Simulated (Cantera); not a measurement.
**Reactions in the system C-Ca-S**

Cantera with NASA thermochemical tables; ideal gases at 1 bar, condensed phases pure. Values are per mole of reaction as written; species without (g) are pure solids or liquids, kept so even where they would boil at 1 bar.

2 CaS + C → 2 Ca + CS₂(g)

| T (K) | ΔH° (kJ) | ΔS° (J/K) | ΔG° (kJ) | log10 K | condensed phases |
|---|---|---|---|---|---|
| 975 | 1061.2 | 199.7 | 866.5 | -46.42 | CaS(s), C(graphite), Ca(s) |
| 1050 | 1060.8 | 199.3 | 851.5 | -42.36 | CaS(s), C(graphite), Ca(s) |
| 1125 | 1077.8 | 214.5 | 836.4 | -38.83 | CaS(s), C(graphite), Ca(l) |
| 1200 | 1078.1 | 214.8 | 820.3 | -35.71 | CaS(s), C(graphite), Ca(l) |
| 1275 | 1078.3 | 215.0 | 804.2 | -32.95 | CaS(s), C(graphite), Ca(l) |
| 1350 | 1078.5 | 215.2 | 788.1 | -30.49 | CaS(s), C(graphite), Ca(l) |
| 1425 | 1078.7 | 215.3 | 771.9 | -28.29 | CaS(s), C(graphite), Ca(l) |
| 1500 | 1078.9 | 215.4 | 755.8 | -26.32 | CaS(s), C(graphite), Ca(l) |
| 1575 | 1079.0 | 215.5 | 739.6 | -24.53 | CaS(s), C(graphite), Ca(l) |
